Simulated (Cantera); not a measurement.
## Fe3O4 + CH4 + CO + C (carbothermic reduction)

Feed: 1 mol Fe3O4, 1.7 mol CH4, 0.056 mol CO, 6 mol C, held at 970 Pa.

These are equilibrium values from Cantera (NASA tables, ideal gas, pure condensed phases), not measurements of a reactor. Candidate condensed phases: C, C6H6, C7H8, C8H18, Fe, Fe(CO)5, FeO, Fe(OH)2, Fe(OH)3, Fe2O3, Fe3O4, H2O; 114 gas species. Iron dissolves carbon and melts from about 1420 K in contact with it, which pure phases cannot show. Condensed phases not in the tables: cementite and carbon dissolved in iron. Equilibrium is a limit: real reactors are often held back by kinetics, nucleation or transport.

```json
[
 {"T (K)": "1525", "log p CO": "-2.28", "log p H2": "-2.35", "log p Fe": "-6.60", "log p H": "-5.80", "n C(graphite)": "3.70", "n Fe(γ)": "3.00", "n Fe(δ)": "0", "n Fe(l)": "0"},
 {"T (K)": "1625", "log p CO": "-2.28", "log p H2": "-2.35", "log p Fe": "-5.76", "log p H": "-5.33", "n C(graphite)": "3.70", "n Fe(γ)": "3.00", "n Fe(δ)": "0", "n Fe(l)": "0"},
 {"T (K)": "1725", "log p CO": "-2.28", "log p H2": "-2.36", "log p Fe": "-5.03", "log p H": "-4.91", "n C(graphite)": "3.70", "n Fe(γ)": "0", "n Fe(δ)": "2.99", "n Fe(l)": "0"},
 {"T (K)": "1825", "log p CO": "-2.28", "log p H2": "-2.36", "log p Fe": "-4.38", "log p H": "-4.54", "n C(graphite)": "3.70", "n Fe(γ)": "0", "n Fe(δ)": "0", "n Fe(l)": "2.97"},
 {"T (K)": "1925", "log p CO": "-2.29", "log p H2": "-2.37", "log p Fe": "-3.82", "log p H": "-4.20", "n C(graphite)": "3.70", "n Fe(γ)": "0", "n Fe(δ)": "0", "n Fe(l)": "2.88"},
 {"T (K)": "2025", "log p CO": "-2.30", "log p H2": "-2.39", "log p Fe": "-3.32", "log p H": "-3.91", "n C(graphite)": "3.69", "n Fe(γ)": "0", "n Fe(δ)": "0", "n Fe(l)": "2.61"},
 {"T (K)": "2125", "log p CO": "-2.35", "log p H2": "-2.44", "log p Fe": "-2.87", "log p H": "-3.66", "n C(graphite)": "3.69", "n Fe(γ)": "0", "n Fe(δ)": "0", "n Fe(l)": "1.77"},
 {"T (K)": "2225", "log p CO": "-2.43", "log p H2": "-2.54", "log p Fe": "-2.56", "log p H": "-3.46", "n C(graphite)": "3.68", "n Fe(γ)": "0", "n Fe(δ)": "0", "n Fe(l)": "0"}
]
```
log p: log10 of the partial pressure in bar; n: condensed amount in mol.

From 1525 K to 1625 K the condensed part is C(graphite) + Fe(γ). At 1725 K the condensed part is C(graphite) + Fe(δ). From 1825 K to 2125 K the condensed part is C(graphite) + Fe(l). At 2225 K the condensed part is C(graphite). The main Fe-bearing gas is Fe throughout.
